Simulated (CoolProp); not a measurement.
Vapour-liquid equilibrium of propane (1) + sulfur dioxide (2) at 48.45 °C; x and y are mole fractions of (1).

Values from CoolProp's multi-fluid Helmholtz-energy mixture model, Lemmon 2009 and Gao 2016; pair parameters Bell 2016.

```csv
x,"bubble pressure, mixture model (MPa)","bubble pressure, Raoult's law (MPa)","y, mixture model","y, Raoult's law"
0.05,1.224,0.8482,0.335,0.098
0.15,1.643,0.9332,0.512,0.266
0.25,1.790,1.018,0.561,0.407
0.35,(withheld),1.103,0.583,0.525
0.45,1.884,1.188,0.602,0.627
0.55,1.914,1.273,0.627,0.715
0.65,1.932,1.359,(withheld),0.792
0.75,1.924,1.444,0.719,0.860
0.85,1.870,1.529,0.798,0.921
0.95,1.749,1.614,(withheld),0.975
```

### Question
What belongs in the gaps?

### Answer

- 0.35, bubble pressure, mixture model (MPa): 1.848
- 0.65, y, mixture model: 0.664
- 0.95, y, mixture model: 0.917

The largest gap from Raoult's law is +76.1 % in bubble pressure, at x = 0.15. y crosses x between x = 0.65 and 0.75: the model has an azeotrope there.

Pair parameters are fitted to limited data, so mixtures are less certain than the pure fluids. With so large a gap from Raoult's law the liquid may split in two, which this calculation doesn't test in full.
